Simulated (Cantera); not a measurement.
An isothermal, constant-pressure homogeneous reactor starts with C2H6 : H2 = 1 : 9.3 (molar parts), at 1600 K and 1.28 atm. Integrator tolerance rtol = 1e-08.

Computed with Cantera and GRI-Mech 3.0 (53 species, 325 reactions). GRI-Mech 3.0 stops at C3 and has no aromatics, soot or wall deposition, so with more carbon than oxygen in the feed, carbon stays in small species such as C2H2 where larger ones or solid carbon would form.

Problem. What does this change do: temperature 1600 to 1150 K?

Solution. 
```json
[
 {"quantity": "x(C2H6) at 8.00 s", "before": "2.81e-5 (gas-phase equilibrium 2.81e-5)", "after": "0.00362 (gas-phase equilibrium 2.61e-5)"},
 {"quantity": "x(H2) at 8.00 s", "before": "0.877 (gas-phase equilibrium 0.877)", "after": "0.825 (gas-phase equilibrium 0.806)"},
 {"quantity": "x(C2H) at 8.00 s", "before": "7.96e-9 (gas-phase equilibrium 7.96e-9)", "after": "<1e-12 (gas-phase equilibrium <1e-12)"},
 {"quantity": "x(CH4) at 8.00 s", "before": "0.0708 (gas-phase equilibrium 0.0708)", "after": "0.159 (gas-phase equilibrium 0.194)"},
 {"quantity": "x(C2H4) at 8.00 s", "before": "0.00582 (gas-phase equilibrium 0.00582)", "after": "0.0123 (gas-phase equilibrium 8.78e-5)"},
 {"quantity": "x(C2H2) at 8.00 s", "before": "0.0462 (gas-phase equilibrium 0.0462)", "after": "0.000442 (gas-phase equilibrium 3.08e-6)"},
 {"quantity": "x(CH3) at 8.00 s", "before": "7.37e-5 (gas-phase equilibrium 7.37e-5)", "after": "1.79e-6 (gas-phase equilibrium 2.66e-7)"}
]
```

Problem. What does this change do: pressure from 1.28 atm to 0.132 atm?

Solution. 
```
quantity                                            before                                    after
-----------------  ---------------------------------------  ---------------------------------------
x(C2H6) at 8.00 s  2.81e-5 (gas-phase equilibrium 2.81e-5)  6.21e-7 (gas-phase equilibrium 5.27e-7)
x(H2) at 8.00 s        0.877 (gas-phase equilibrium 0.877)      0.912 (gas-phase equilibrium 0.913)
x(C2H) at 8.00 s   7.96e-9 (gas-phase equilibrium 7.96e-9)  3.95e-8 (gas-phase equilibrium 4.01e-8)
x(CH4) at 8.00 s     0.0708 (gas-phase equilibrium 0.0708)   0.0116 (gas-phase equilibrium 0.00990)
x(C2H4) at 8.00 s  0.00582 (gas-phase equilibrium 0.00582)  0.00101 (gas-phase equilibrium 0.00102)
x(C2H2) at 8.00 s    0.0462 (gas-phase equilibrium 0.0462)    0.0755 (gas-phase equilibrium 0.0762)
x(CH3) at 8.00 s   7.37e-5 (gas-phase equilibrium 7.37e-5)  3.67e-5 (gas-phase equilibrium 3.15e-5)
```
